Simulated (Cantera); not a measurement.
**Iron carbonyl, mercury and lead vapours: Pb + N2**

Feed: 1 mol Pb, 37 mol N2, at 1373.15 K.

These are equilibrium values from Cantera (NASA tables, ideal gas, pure condensed phases), not measurements of a reactor. Candidate condensed phases: Pb; 4 gas species. The numbers say what is thermodynamically allowed, not how fast it happens.

| P (Pa) | log p N2 | log p Pb | log p Pb2 | n Pb(l) |
|---|---|---|---|---|
| 10 | -4.01 | -5.58 | -12.73 | 0 |
| 100 | -3.01 | -4.58 | -10.73 | 0 |
| 1000 | -2.01 | -3.58 | -8.73 | 0 |
| 10000 | -1.01 | -2.58 | -6.73 | 0 |
| 100000 | 0.00 | -2.19 | -5.95 | 0.761 |
| 1000000 | 1.00 | -2.19 | -5.95 | 0.976 |
log p: log10 of the partial pressure in bar; n: condensed amount in mol.

From 10.0 Pa to 0.100 bar nothing is condensed. From 1.00 bar to 10.0 bar the condensed part is Pb(l). The main Pb-bearing gas is Pb throughout.
